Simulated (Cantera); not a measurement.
Input: 1 mol Si2H6, 9.2 mol O3, 12 mol H2, at 0.0720 bar.

Equilibrium computed with Cantera from the NASA thermochemical tables; the gas is ideal and each condensed phase is pure. Candidate condensed phases: H2O, Si, SiO2; 18 gas species. The feed counts by its element totals alone. The tables hold silica as quartz up to 1696 K and as liquid above; real silica turns to tridymite and cristobalite and melts near 1996 K. Gases not in the tables: Si(OH)4. The numbers say what is thermodynamically allowed, not how fast it happens.

x: gas mole fraction; n: condensed amount in mol.

| T (K) | x H2O | x O2 | x OH | x H2 | x O | n SiO2(β-quartz) | n SiO2(condensed) |
|---|---|---|---|---|---|---|---|
| 1200 | 0.777 | 0.223 | 1.63e-5 | 7.80e-8 | 4.41e-8 | 2.00 | 0 |
| 1250 | 0.777 | 0.223 | 3.14e-5 | 2.12e-7 | 1.22e-7 | 2.00 | 0 |
| 1300 | 0.777 | 0.223 | 5.73e-5 | 5.33e-7 | 3.11e-7 | 2.00 | 0 |
| 1350 | 0.777 | 0.223 | 0.000100 | 1.25e-6 | 7.42e-7 | 2.00 | 0 |
| 1400 | 0.777 | 0.223 | [?] | [?] | [?] | 2.00 | 0 |
| 1450 | 0.777 | 0.223 | 0.000272 | 5.81e-6 | 3.53e-6 | 2.00 | 0 |
| 1500 | 0.777 | 0.223 | 0.000427 | 1.16e-5 | 7.13e-6 | 2.00 | 0 |
| 1550 | 0.777 | 0.223 | 0.000651 | 2.22e-5 | 1.38e-5 | 2.00 | 0 |
| 1600 | 0.776 | 0.223 | [?] | [?] | [?] | 2.00 | 0 |
| 1650 | 0.776 | 0.222 | 0.00140 | 7.20e-5 | 4.55e-5 | 2.00 | 0 |
| 1700 | 0.776 | 0.222 | 0.00198 | 0.000123 | 7.85e-5 | 0 | 2.00 |
| 1750 | 0.775 | 0.222 | 0.00275 | 0.000205 | 0.000131 | 0 | 2.00 |

### Question
Some entries are withheld; supply them.

### Answer

- 1400, x OH: 0.000168
- 1400, x H2: 2.77e-6
- 1400, x O: 1.66e-6
- 1600, x OH: 0.000966
- 1600, x H2: 4.07e-5
- 1600, x O: 2.55e-5
